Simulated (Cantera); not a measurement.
Hydrocarbon pyrolysis for carbon deposition

An isothermal, constant-pressure homogeneous reactor starts with 18.5 % CH4, 81.5 % N2, at 1425 K and 0.0263 atm.

Computed with Cantera and GRI-Mech 3.0 (53 species, 325 reactions). GRI-Mech 3.0 stops at C3 and has no aromatics, soot or wall deposition, so with more carbon than oxygen in the feed, carbon stays in small species such as C2H2 where larger ones or solid carbon would form. Radical loss at walls, strong at low pressure, is not modelled.

```tsv
t (s)	x CH4	x C2H2	x HCN	x C2H	x CH2	x C2H4	x CH3
2.00e-5	0.185	<1e-12	<1e-12	<1e-12	<1e-12	<1e-12	1.25e-8
4.69e-5	0.185	<1e-12	<1e-12	<1e-12	<1e-12	<1e-12	3.41e-8
0.000110	0.185	<1e-12	<1e-12	<1e-12	<1e-12	<1e-12	8.68e-8
0.000257	0.185	<1e-12	<1e-12	<1e-12	<1e-12	<1e-12	2.11e-7
0.000602	0.185	<1e-12	<1e-12	<1e-12	<1e-12	2.91e-12	5.01e-7
0.00141	0.185	<1e-12	<1e-12	<1e-12	<1e-12	4.40e-11	1.18e-6
0.00331	0.185	<1e-12	<1e-12	<1e-12	1.64e-12	6.05e-10	2.77e-6
0.00775	0.185	6.63e-12	<1e-12	<1e-12	8.69e-12	7.99e-9	6.49e-6
0.0181	0.185	2.11e-10	<1e-12	<1e-12	4.59e-11	1.02e-7	1.50e-5
0.0425	0.185	6.80e-9	<1e-12	<1e-12	2.24e-10	1.23e-6	3.34e-5
0.0996	0.184	2.06e-7	<1e-12	<1e-12	8.75e-10	1.26e-5	6.64e-5
0.233	0.184	5.23e-6	<1e-12	<1e-12	2.65e-9	0.000100	0.000116
0.547	0.183	0.000105	1.71e-12	1.13e-11	6.21e-9	0.000592	0.000179
1.28	0.177	0.00127	2.22e-11	1.07e-10	8.52e-9	0.00190	0.000207
3.00	0.164	0.00639	1.42e-10	4.24e-10	6.76e-9	0.00217	0.000177
```
x: mole fraction; the columns are a selection and need not sum to one.

Equilibrium at this temperature and pressure: CH4 0.00118, C2H2 0.0400, HCN 0.0745, C2H 4.03e-9, CH2 1.35e-10, C2H4 0.000154, CH3 2.07e-6 (gas phase only).
